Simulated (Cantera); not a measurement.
An isothermal plug-flow reactor at 775 K and 5.00 bar (inlet), inlet velocity 1.8 m/s, active area per volume 470 1/m; feed H₂ : O₂ : N₂ = 0.0036 : 0.028 : 0.79 (molar parts), equivalence ratio 0.064.

Model: Deutschmann's 1995 Pt surface mechanism with GRI-Mech 3.0 gas chemistry, integrated in Cantera. Catalytic surfaces can have several steady states; this one follows from the mechanism file's or the stated starting coverage. Mass transfer to the wall is taken as infinitely fast.

**Question.** What does this change do: inlet velocity 1.8 to 8.4 m/s?

**Answer.** 
```
quantity                  before    after
----------------------  --------  -------
x(H₂) at z = 0.0058 m   0.000234  0.00115
x(O₂) at z = 0.0058 m     0.0321   0.0325
x(H₂O) at z = 0.0058 m   0.00416  0.00323
θ(free Pt) at the exit    0.0283   0.0708
θ(O*) at the exit          0.969    0.925
θ(OH*) at the exit       0.00296  0.00428
```
